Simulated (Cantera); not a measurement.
What does this Cantera script print?

```python
import numpy as np
import cantera as ct

gas = ct.Solution("gri30.yaml")
gas.TPX = 548, 180000, {'CH4': 1, 'O2': 2, 'N2': 7.52}
flame = ct.FreeFlame(gas, width=0.027)
flame.set_refine_criteria(ratio=3, slope=0.08, curve=0.16)
flame.transport_model = "mixture-averaged"
flame.solve(loglevel=0, auto=True)
z, T = flame.grid, flame.T
thick = (T[-1] - T[0]) / np.gradient(T, z).max()
show = ['CH4', 'O2', 'C2H6', 'HCO', 'HO2', 'CH2']
print(f"laminar burning velocity  {flame.velocity[0] * 100:.3f} cm/s")
print(f"burnt temperature         {T[-1]:.1f} K")
print(f"thermal thickness         {thick * 1e3:.4f} mm")
print(f"grid points               {len(z)}")
z0 = z[flame.heat_release_rate.argmax()]
print(f"{'z/mm':>9s}{'T/K':>9s}{'u/(m/s)':>9s}" + "".join(f"{s:>11s}" for s in show))
rows = []
for k in (-3, -2, -1.5, -1, -0.5, -0.25, 0, 0.25, 0.5, 1, 2, 4, 8):
    zz = z0 + k * thick
    rows.append([k * thick, np.interp(zz, z, T), np.interp(zz, z, flame.velocity),
                 *(np.interp(zz, z, flame.X[gas.species_index(s)]) for s in show)])
    print(f"{rows[-1][0] * 1e3:9.3f}{rows[-1][1]:9.1f}{rows[-1][2]:9.3f}" + "".join(f"{x:11.3e}" for x in rows[-1][3:]))
```

Result:

```
laminar burning velocity  91.224 cm/s
burnt temperature         2368.9 K
thermal thickness         0.2184 mm
grid points               146
     z/mm      T/K  u/(m/s)        CH4         O2       C2H6        HCO        HO2        CH2
   -0.655    548.1    0.913  9.496e-02  1.900e-01  1.724e-08  1.881e-18  5.965e-08  8.349e-19
   -0.437    549.8    0.917  9.467e-02  1.896e-01  3.830e-07  3.801e-15  8.096e-07  1.481e-15
   -0.328    557.7    0.933  9.388e-02  1.887e-01  3.482e-06  6.846e-13  4.853e-06  1.993e-13
   -0.218    617.3    1.038  8.950e-02  1.839e-01  5.140e-05  3.717e-10  3.954e-05  8.425e-11
   -0.109   1011.4    1.725  6.362e-02  1.507e-01  7.150e-04  5.948e-07  1.644e-04  1.631e-07
   -0.055   1431.9    2.465  3.456e-02  1.087e-01  8.956e-04  1.357e-05  1.992e-04  7.668e-06
    0.000   1823.9    3.162  7.779e-03  6.035e-02  9.051e-05  5.146e-05  1.083e-04  5.734e-05
    0.055   1984.2    3.435  4.964e-04  3.334e-02  3.308e-07  1.587e-05  2.037e-05  1.568e-05
    0.109   2035.6    3.509  1.604e-05  2.438e-02  3.046e-10  8.742e-07  1.003e-05  7.100e-07
    0.218   2097.0    3.594  3.707e-08  1.948e-02  6.126e-15  6.561e-08  7.167e-06  2.017e-09
    0.437   2171.5    3.703  8.676e-13  1.621e-02  6.383e-22  3.561e-08  4.929e-06  7.000e-14
    0.874   2247.1    3.815  3.276e-16  1.317e-02  3.597e-28  1.742e-08  3.169e-06  3.652e-16
    1.747   2307.9    3.902  1.850e-16  1.048e-02  1.187e-28  8.110e-09  2.091e-06  1.916e-16
```

Computed with Cantera and GRI-Mech 3.0 (53 species, 325 reactions). Burning velocities carry a grid error of a few per cent, more on coarse grids.
